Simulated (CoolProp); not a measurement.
A closed Brayton cycle with carbon dioxide: compressor inlet 326.15 K and 8.4 MPa, high pressure 21.9 MPa, turbine inlet 935 K, compressor efficiency 0.8, turbine efficiency 0.9, recuperator effectiveness 0 (on enthalpy, no pinch check). Each further row changes one setting.

The numbers come from the reference Helmholtz-energy equation of state, Span 1996 in CoolProp.

| case | thermal efficiency (%) | net work (kJ/kg) | compressor to turbine work | compressor exit (K) | turbine exit (K) |
|---|---|---|---|---|---|
| as stated | 13.5 | 92.4 | 0.36 | 407.9 | 811.0 |
| turbine inlet 885 K | 13.5 | [?] | [?] | 407.9 | 765.3 |
| compressor inlet 336.15 K | 13.1 | 85.9 | [?] | 424.2 | 811.0 |
| high pressure 18.6 MPa | [?] | [?] | 0.34 | [?] | [?] |
| recuperator effectiveness 0.5 | 20.5 | 92.4 | 0.36 | 407.9 | 811.0 |

**Question.** What belongs in the gaps?

**Answer.** 
- turbine inlet 885 K, net work (kJ/kg): 84.0
- turbine inlet 885 K, compressor to turbine work: 0.38
- compressor inlet 336.15 K, compressor to turbine work: 0.41
- high pressure 18.6 MPa, thermal efficiency (%): 11.4
- high pressure 18.6 MPa, net work (kJ/kg): 79.6
- high pressure 18.6 MPa, compressor exit (K): 393.5
- high pressure 18.6 MPa, turbine exit (K): 831.5
